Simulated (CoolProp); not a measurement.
Properties of ammonia along the isobar 0.101 MPa.

Values from CoolProp's reference Helmholtz-energy equation of state, Gao 2020.

```
T (°C)   phase  cv (kJ/(kg K))  viscosity (µPa s)
------  ------  --------------  -----------------
-60.45  liquid           2.968                394
-49.85  liquid           2.957                327
-39.25  liquid           2.936                277
-28.65     gas           1.680               8.21
-18.05     gas           1.657               8.57
-7.45      gas           1.644               8.93
3.15       gas           1.638               9.30
13.85      gas           1.638               9.69
24.45      gas           1.643               10.1
35.05      gas           1.651               10.5
45.65      gas           1.662               10.9
56.25      gas           1.675               11.3
66.85      gas           1.689               11.7
77.45      gas           1.705               12.1
88.05      gas           1.722               12.5
```

Viscosity comes from a separate model (Fenghour 1995).
